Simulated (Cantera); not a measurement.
An adiabatic, constant-pressure homogeneous reactor starts with 3.04 % CH4, 0.100 % CO, 12.3 % O2, 84.6 % N2, equivalence ratio 0.50, at 1350 K and 1280 Torr.

Detailed kinetics in Cantera: GRI-Mech 3.0 (53 species, 325 reactions).

### Question
Predict: time of steepest temperature rise; temperature at 5.00 s; equilibrium temperature; x(CO) at 5.00 s; x(O2) at 5.00 s; x(H2O2) at 5.00 s; x(O) at 5.00 s.

### Answer
| Property | Result |
|---|---|
| time of steepest temperature rise | 5.11 ms |
| temperature at 5.00 s | 2004 K |
| equilibrium temperature | 2003 K |
| x(CO) at 5.00 s | 0.000135 (gas-phase equilibrium 0.000135) |
| x(O2) at 5.00 s | 0.0591 (gas-phase equilibrium 0.0589) |
| x(H2O2) at 5.00 s | 3.59e-8 (gas-phase equilibrium 3.58e-8) |
| x(O) at 5.00 s | 0.000129 (gas-phase equilibrium 0.000128) |
